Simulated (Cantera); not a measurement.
Feed: 1 mol Si3N4, 0.015 mol C, 1.4 mol N2, at 1577 °C and 0.100 bar.

Equilibrium computed with Cantera from the NASA thermochemical tables; the gas is ideal and each condensed phase is pure. Candidate condensed phases: C, Si, SiC, Si3N4; 20 gas species. Mutual solubility and eutectic melting of coexisting phases are not modelled. The numbers say what is thermodynamically allowed, not how fast it happens.

### Question
What is the equilibrium state?

### Answer
```json
{
  "x(N2)": "1.000",
  "x(Si)": "2.17e-5",
  "x(SiN)": "2.63e-6",
  "x(Si2N)": "1.34e-6",
  "n(SiC(s))": "0.0150 mol",
  "n(Si3N4(s))": "0.995 mol",
  "gas_amount": "1.410 mol",
  "log10 activity of Si(l) (absent)": "-0.47",
  "log10 activity of C(graphite) (absent)": "-1.05"
}
```
